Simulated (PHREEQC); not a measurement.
Geothermal or formation water (model solution)

Synthetic water in mg/kgw, 80 °C, pH 6.3: Na 1610; K 36.6; Ca 202; Mg 522; Cl 3170; S(6) as SO4 487; Alkalinity as HCO3 0.174.

Valence states are taken as typed.

The numbers come from PHREEQC with the Pitzer model, pitzer.dat.

This is a speciation only: nothing precipitates in the calculation.

### Question
Estimate the specific conductance, osmotic coefficient, charge-balance error.

### Answer
specific conductance 26500 µS/cm; osmotic coefficient 0.878; charge-balance error 10.9 %.

### Question
In which forms is C present?

### Answer
HCO3- 57 %, CO2 43 % of the C.

Away from 25 °C the constants follow the database's enthalpies or fits; those with neither stay at their 25 °C values.
